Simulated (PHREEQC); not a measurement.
Solution (25 °C): 0.056 mol Na2SO4, 0.0012 mol HNO3 and 0.00059 mol CdBr2 per kg of water. Closed to the air; pH follows from the charge balance.

The numbers come from PHREEQC with the ion-association model, phreeqc.dat.

```tsv
quantity	before	after
pH	3.42	3.55
ionic strength (mol/kgw)	0.152	0.290
SO4-2 (mol/kgw)	0.0469	0.0877
NaSO4- (mol/kgw)	0.00788	0.0228
HSO4- (mol/kgw)	0.000732	0.000838
```

Name the change that produced these shifts.
(A) CdBr2 left out
(B) diluted 5-fold with water
(C) temperature from 25 to 90 °C
(D) Na2SO4 from 0.056 to 0.112 mol/kgw
(E) HNO3 from 0.0012 to 0.00024 mol/kgw

D, Na2SO4 from 0.056 to 0.112 mol/kgw

Precipitation was switched off in this run.
